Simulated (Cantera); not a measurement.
An adiabatic, constant-pressure homogeneous reactor starts with H2 : O2 : N2 : H2O = 1 : 0.208 : 0.783 : 0.11 (molar parts), at 1375 K and 1.00 bar. Integrator tolerance rtol = 1e-08.

Cantera simulation using the H2/O2 subset of GRI-Mech 3.0, which has no nitrogen chemistry; the numbers are that mechanism's predictions, not measurements.

```json
[
 {"quantity": "time of steepest temperature rise", "before": "25.3 µs", "after": "7.32 µs"},
 {"quantity": "temperature at 3.00 s", "before": "2601 K", "after": "2704 K"},
 {"quantity": "equilibrium temperature", "before": "2601 K", "after": "2704 K"},
 {"quantity": "x(H2) at 3.00 s", "before": "0.296 (gas-phase equilibrium 0.296)", "after": "0.305 (gas-phase equilibrium 0.305)"},
 {"quantity": "x(O2) at 3.00 s", "before": "7.57e-5 (gas-phase equilibrium 7.57e-5)", "after": "8.23e-6 (gas-phase equilibrium 8.23e-6)"},
 {"quantity": "x(H2O) at 3.00 s", "before": "0.269 (gas-phase equilibrium 0.269)", "after": "0.275 (gas-phase equilibrium 0.275)"},
 {"quantity": "x(OH) at 3.00 s", "before": "0.00444 (gas-phase equilibrium 0.00444)", "after": "0.00158 (gas-phase equilibrium 0.00158)"},
 {"quantity": "x(O) at 3.00 s", "before": "0.000205 (gas-phase equilibrium 0.000205)", "after": "2.26e-5 (gas-phase equilibrium 2.26e-5)"}
]
```

What was changed between the two runs?
(A) N2 0.783 to 2.1 parts
(B) pressure from 1.00 bar to 22.0 bar
(C) initial temperature 1375 to 973 K
(D) constant volume in place of constant pressure

B, pressure from 1.00 bar to 22.0 bar
